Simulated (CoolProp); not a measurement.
The numbers come from the reference Helmholtz-energy equation of state, Lemmon 2006 in CoolProp. It is a short technical equation, of lower accuracy than the large ones.

### Question
For C3F8 (R218), give the phase and the speed of sound (m/s), viscosity (µPa s), Prandtl number at 396 K and 6 bar.

### Answer
- 396 K and 6 bar: gas; speed of sound 130, viscosity 16.6, Prandtl number 0.743

Viscosity comes from a separate model (Huber 2003), an estimate that may be off by 10 % or more. Thermal conductivity comes from a separate model (Huber 2003), an estimate that may be off by 10 % or more.
